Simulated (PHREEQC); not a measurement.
# Copper plating or etch bath: an equilibrium model

Solution (54 °C): 0.16 mmol/kgw Cu(NO3)2, 0.1 mmol/kgw H2SO4 and 0.011 mmol/kgw Na2SO4. Closed to the air; pH follows from the charge balance.

Model: ion-association model, wateq4f.dat, run in PHREEQC.

| Item | Result |
|---|---|
| pH | 3.72 |
| ionic strength | 0.000794 mol/kgw |
| total alkalinity | -0.200 meq/kg |

| species | molality | activity | log γ |
|---|---|---|---|
| NO3- | 0.000320 | 0.000309 | -0.015 |
| H+ | 0.000197 | 0.000190 | -0.014 |
| Cu+2 | 0.000157 | 0.000138 | -0.057 |
| SO4-2 | 0.000104 | 9.13e-5 | -0.058 |
| Na+ | 2.20e-5 | 2.13e-5 | -0.015 |
| HSO4- | 3.51e-6 | 3.40e-6 | -0.015 |
| CuSO4 | 3.08e-6 | 3.08e-6 | 0.000 |
| NaSO4- | 1.19e-8 | 1.15e-8 | -0.014 |
| CuOH+ | 7.47e-9 | 7.22e-9 | -0.015 |

This is a speciation only: nothing precipitates in the calculation. Complexes and solids missing from the database can't appear. At this temperature some constants are extrapolated from 25 °C, and those without enthalpy data are left unchanged.
